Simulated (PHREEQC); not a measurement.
Dissolve 0.28 mol H2SO4, 0.033 mol ZnSO4 and 0.26 mol KCl per kg of water at 20 °C. Closed to the air; pH follows from the charge balance.

All values are PHREEQC results (ion-association model, wateq4f.dat), not measurements.

Q: The ionic strength comes out as 0.670 mol/kgw. What activity coefficients do ZnCl4-2, KSO4-, H+, HSO4-, SO4-2 get?

A: ZnCl4-2 0.20, KSO4- 0.68, H+ 0.76, HSO4- 0.65, SO4-2 0.18.

Precipitation was switched off in this run. Complexes and solids missing from the database can't appear.
